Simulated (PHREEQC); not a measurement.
Model water analysis in mmol/kgw, 25 °C, pH 6.65, pe 0.7:

```json
[
 {"constituent": "Na", "mmol/kgw": "0.0164"},
 {"constituent": "K", "mmol/kgw": "0.00297"},
 {"constituent": "Ca", "mmol/kgw": "0.00844"},
 {"constituent": "Mg", "mmol/kgw": "0.00193"},
 {"constituent": "Cl", "mmol/kgw": "0.0193"},
 {"constituent": "S(6)", "mmol/kgw": "0.00249"},
 {"constituent": "Alkalinity (meq/kgw)", "mmol/kgw": "0.016"},
 {"constituent": "Sr", "mmol/kgw": "0.00113"},
 {"constituent": "F", "mmol/kgw": "0.00023"},
 {"constituent": "Si", "mmol/kgw": "0.000604"},
 {"constituent": "B", "mmol/kgw": "0.00078"}
]
```

Valence states are taken as typed.

Model: ion-association model, wateq4f.dat, run in PHREEQC.

Precipitation was switched off in this run.

### Question
Estimate the charge-balance error.

### Answer
charge-balance error 2.2 %.

### Question
In which forms is C present?

### Answer
HCO3- 67 %, CO2 33 % of the C.

Species that the database lacks are ignored. SiF6-2 is the database's only silicon fluoride. Real BF4- forms and hydrolyses slowly; the run takes it at equilibrium.
